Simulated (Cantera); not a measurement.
What does this Cantera script print?

```python
import numpy as np
import cantera as ct

gas_names = """
    H H2 N NH NH2 NH3 N2 N2H2 N2H4 Si SiH SiH2 SiH3 SiH4 SiN Si2 Si2N Si3
""".split()
cond_names = """
    Si(cr) Si(L) Si3N4(a)
""".split()


# ... load() reads the species with a 1 bar reference pressure and builds the phases ...
atoms = {
    'SiH4': {'Si': 1, 'H': 4},
    'N2': {'N': 2},
}
top_T = {'Si3N4(a)': 2400}  # K; cautious upper limits of use, not melting points


# ... equilibrate(T, P, feed) seeds the gas with the atoms and calls Mixture.equilibrate('TP', solver="vcs", rtol=1e-11, max_steps=5000) ...
results = []
feed = {'SiH4': 1, 'N2': 27}  # mol
T = 1050  # K
P = 101325  # Pa
mix = equilibrate(T, P, feed)
results.append((T, P, feed, dict(zip(mix.species_names, mix.species_moles))))
print(gas.report(threshold=0.001))
for i in range(1, mix.n_phases):
    print(f"{mix.phase(i).name:16s} {mix.phase_moles(i):12.5e} mol")
```

Output:

```
       temperature   1050 K
          pressure   1.0132e+05 Pa
           density   0.30384 kg/m^3
  mean mol. weight   26.179 kg/kmol
   phase of matter   gas

                          1 kg             1 kmol
                     ---------------   ---------------
          enthalpy        8.8013e+05        2.3041e+07  J
   internal energy        5.4665e+05        1.4311e+07  J
           entropy            8686.7        2.2741e+05  J/K
    Gibbs function       -8.2409e+06       -2.1574e+08  J
 heat capacity c_p            1251.4             32760  J/K
 heat capacity c_v            933.77             24445  J/K

                      mass frac. Y      mole frac. X     chem. pot. / RT
                     ---------------   ---------------   ---------------
                H2          0.005435          0.070577           -20.266
                N2           0.99456           0.92942           -25.049
     [  +16 minor]        5.0547e-06        7.7718e-06

Si(cr)            0.00000e+00 mol
Si3N4(a)          3.33333e-01 mol
```

Cantera equilibrium calculation (NASA polynomials, part measured and part estimated; ideal gas, pure solids and liquids). N2 is the only nitrogen source here; it is nearly inert below about 1500 K, so the nitride shown seldom forms there in practice.
